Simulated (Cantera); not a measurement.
Input: 1 mol Si3H8, 0.052 mol Cl2, 250 mol N2, held at 652 °C and 0.430 bar.

Equilibrium computed with Cantera from the NASA thermochemical tables; the gas is ideal and each condensed phase is pure. Candidate condensed phases: NH4Cl, Si, Si3N4; 28 gas species. The feed counts by its element totals alone. N2 is the only nitrogen source here; it is nearly inert below about 1500 K, so the nitride shown seldom forms there in practice. Equilibrium is a limit: real reactors are often held back by kinetics, nucleation or transport.

Base state: N2 0.984, H2 0.0157, HCl 0.000413 (mole fractions); condensed: Si3N4(s).

What changes in the equilibrium state with this change: Si3H8 replaced by SiH2Cl2?


```tsv
species	before	after
N2	0.984	0.992
HCl	0.000413	0.00615
H2	0.0157	0.000903
SiCl4	<1e-9	0.000555
Si3N4(s), mol	1.00	0.287
```

What changes in the equilibrium state with this change: Si3H8 replaced by SiH4?


| species | before | after |
|---|---|---|
| N2 | 0.984 | 0.992 |
| H2 | 0.0157 | 0.00775 |
| HCl | 0.000413 | 0.000414 |
| Si3N4(s), mol | 1.00 | 0.333 |

What changes in the equilibrium state with this change: Si3H8 replaced by Si2Cl6?


```
species          before    after
-------------  --------  -------
N2                0.984    0.994
SiCl4             <1e-9  0.00607
H2               0.0157        0
HCl            0.000413        0
Si3N4(s), mol      1.00    0.158
```
